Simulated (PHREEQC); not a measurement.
Make-up at 4.9 °C: 0.075 mol/kgw HF, 0.1 mol/kgw KF and 0.21 mol/kgw H3PO4. Closed to the air; pH follows from the charge balance.

The numbers come from PHREEQC with the ion-association model, phreeqc.dat.

Each row changes one thing in this solution. Precipitation was switched off in this run.

| case | pH | ionic strength (mol/kgw) | HF (mol/kgw) | F- (mol/kgw) | HF2- (mol/kgw) |
|---|---|---|---|---|---|
| as made | 1.87 | 0.117 | 0.148 | 0.0139 | 0.00641 |
| HF replaced by NH4F at the same molality | 2.24 | 0.182 | 0.124 | 0.0291 | 0.0111 |
| temperature from 4.9 to 85 °C | ? | ? | 0.158 | 0.00739 | 0.00490 |
| diluted 2-fold with water | 1.97 | 0.0628 | 0.0753 | 0.00829 | 0.00194 |
| H3PO4 from 0.21 to 0.42 mol/kgw | 1.55 | 0.134 | 0.160 | 0.00743 | 0.00369 |
| H3PO4 left out | 3.07 | 0.101 | 0.0585 | 0.0855 | 0.0155 |
| diluted 10-fold with water | 2.25 | ? | 0.0145 | 0.00276 | 0.000124 |

Question: Some entries are withheld; supply them.

Answer: 
- temperature from 4.9 to 85 °C, pH: 2.22
- temperature from 4.9 to 85 °C, ionic strength (mol/kgw): 0.108
- diluted 10-fold with water, ionic strength (mol/kgw): 0.0163

At this temperature some constants are extrapolated from 25 °C, and those without enthalpy data are left unchanged.
